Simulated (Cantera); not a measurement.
A perfectly stirred reactor is fed with H2 : O2 : N2 = 0.097 : 0.12 : 3.9 (molar parts), equivalence ratio 0.40, at 10.00 Torr; it is held at 1048 K, and followed from long to short residence time.

Computed with Cantera and the H2/O2 subset of GRI-Mech 3.0, which has no nitrogen chemistry. Radical loss at walls, strong at low pressure, is not modelled.

Question: Predict: x(H2) at τ = 12.0 s; x(O2) at τ = 12.0 s; x(OH) at τ = 12.0 s; x(HO2) at τ = 12.0 s; x(H2O) at τ = 12.0 s; x(H2) at τ = 0.220 s; x(O2) at τ = 0.220 s; x(OH) at τ = 0.220 s; x(HO2) at τ = 0.220 s; x(H2O) at τ = 0.220 s.

Answer: 
* **x(H2) at τ = 12.0 s**: 0.000255
* **x(O2) at τ = 12.0 s**: 0.0176
* **x(OH) at τ = 12.0 s**: 0.000136
* **x(HO2) at τ = 12.0 s**: 1.40e-7
* **x(H2O) at τ = 12.0 s**: 0.0233
* **x(H2) at τ = 0.220 s**: 0.00189
* **x(O2) at τ = 0.220 s**: 0.0190
* **x(OH) at τ = 0.220 s**: 0.000372
* **x(HO2) at τ = 0.220 s**: 1.67e-7
* **x(H2O) at τ = 0.220 s**: 0.0181
